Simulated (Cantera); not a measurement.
A Cantera script and its output.

```python
import numpy as np
import cantera as ct

gas = ct.Solution("gri30.yaml")
gas.TPX = 1925, 2666, {'CH4': 1, 'N2': 3.3}
reactor = ct.IdealGasConstPressureReactor(gas, energy="off", clone=False)
net = ct.ReactorNet([reactor])
net.rtol, net.atol = 1e-08, 1e-18
show = ['CH4', 'C2H6', 'C2H4', 'CH2', 'H2', 'H', 'CH3']
times = np.geomspace(0.0008, 100, 10)

steps = ct.SolutionArray(gas, extra=["t"])
rows = []
print(f"{'t/s':>10s}{'T/K':>9s}{'P/Pa':>11s}" + "".join(f"{s:>11s}" for s in show))
for t in times:
    while net.time < t:
        t_next = net.step()
        steps.append(gas.state, t=t_next)
    rows.append([np.interp(t, steps.t, y) for y in (steps.T, steps.P, *steps(*show).X.T)])
    print(f"{t:10.3e}{rows[-1][0]:9.1f}{rows[-1][1]:11.4g}" + "".join(f"{x:11.3e}" for x in rows[-1][2:]))
rate = np.gradient(steps.T, steps.t)
print("integrator steps:", len(steps.t))
if steps.T.max() > steps.T[0] + 200:
    print(f"time of steepest temperature rise: {steps.t[rate.argmax()]:.4e} s")
gas.TPX = 1925, 2666, {'CH4': 1, 'N2': 3.3}
gas.equilibrate("TP")
print(f"equilibrium (TP): T = {gas.T:.1f} K  " + "  ".join(f"{s} {gas[s].X[0]:.3e}" for s in show))
```

Result:

```
       t/s      T/K       P/Pa        CH4       C2H6       C2H4        CH2         H2          H        CH3
 8.000e-04   1925.0       2666  2.287e-01  6.702e-06  2.924e-04  1.801e-06  2.059e-03  1.444e-05  2.799e-03
 2.947e-03   1925.0       2666  1.949e-01  7.061e-05  8.574e-03  1.318e-05  3.237e-02  1.473e-04  8.112e-03
 1.086e-02   1925.0       2666  6.608e-02  2.967e-05  3.115e-03  1.415e-05  1.956e-01  7.823e-04  4.827e-03
 4.000e-02   1925.0       2666  1.345e-02  2.022e-06  1.566e-04  6.909e-06  2.645e-01  1.339e-03  1.333e-03
 1.474e-01   1925.0       2666  1.548e-03  5.354e-08  1.152e-05  2.453e-06  2.794e-01  2.296e-03  2.522e-04
 5.429e-01   1925.0       2666  1.649e-04  8.841e-10  7.386e-06  4.800e-07  2.808e-01  3.070e-03  3.583e-05
 2.000e+00   1925.0       2666  3.484e-05  4.952e-11  7.299e-06  1.056e-07  2.810e-01  3.125e-03  7.704e-06
 7.368e+00   1925.0       2666  2.263e-05  2.648e-11  7.296e-06  6.874e-08  2.810e-01  3.126e-03  5.008e-06
 2.714e+01   1925.0       2666  2.286e-05  2.681e-11  7.291e-06  6.944e-08  2.810e-01  3.126e-03  5.058e-06
 1.000e+02   1925.0       2666  2.361e-05  2.794e-11  7.273e-06  7.173e-08  2.810e-01  3.126e-03  5.225e-06
integrator steps: 1570
equilibrium (TP): T = 1925.0 K  CH4 1.990e-05  C2H6 1.740e-11  C2H4 3.307e-06  CH2 6.048e-08  H2 2.810e-01  H 3.126e-03  CH3 4.404e-06
```

Cantera simulation using GRI-Mech 3.0 (53 species, 325 reactions); the numbers are that mechanism's predictions, not measurements. GRI-Mech 3.0 stops at C3 and has no aromatics, soot or wall deposition, so with more carbon than oxygen in the feed, carbon stays in small species such as C2H2 where larger ones or solid carbon would form. Radical loss at walls, strong at low pressure, is not modelled.
